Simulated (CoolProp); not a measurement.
Carbon monoxide along the isotherm 148.3 K: density (kg/m³) from the reference equation and from simpler models built on Tc = 132.9 K, pc = 3.498 MPa, ω = 0.050; each cubic takes its own stable root.

Model: reference Helmholtz-energy equation of state, Lemmon 2006, in CoolProp. It is a short technical equation, of lower accuracy than the large ones.

| p (MPa) | phase | reference | ideal gas | Soave-Redlich-Kwong |
|---|---|---|---|---|
| 1.09 | gas | 26.86 | 24.76 | 26.89 |
| 2.19 | gas | 59.61 | 49.75 | 59.69 |
| 3.28 | gas | 101.1 | 74.51 | 101.1 |
| 4.37 | supercritical | 159.0 | 99.27 | 158.0 |
| 5.47 | supercritical | 248.2 | 124.3 | 239.0 |
| 6.56 | supercritical | 345.9 | 149.0 | 318.6 |
| 7.65 | supercritical | 406.1 | 173.8 | 372.9 |
| 8.75 | supercritical | 443.3 | 198.8 | 411.3 |
| 9.84 | supercritical | 469.5 | 223.5 | 440.3 |
| 10.9 | supercritical | 489.2 | 247.6 | 463.1 |
| 12 | supercritical | 506.1 | 272.6 | 483.1 |
| 13.1 | supercritical | 520.4 | 297.6 | 500.3 |
| 14.2 | supercritical | 532.9 | 322.6 | 515.5 |
| 15.3 | supercritical | 544.0 | 347.6 | 529.1 |
| 16.4 | supercritical | 554.0 | 372.5 | 541.4 |
| 17.5 | supercritical | 563.2 | 397.5 | 552.6 |
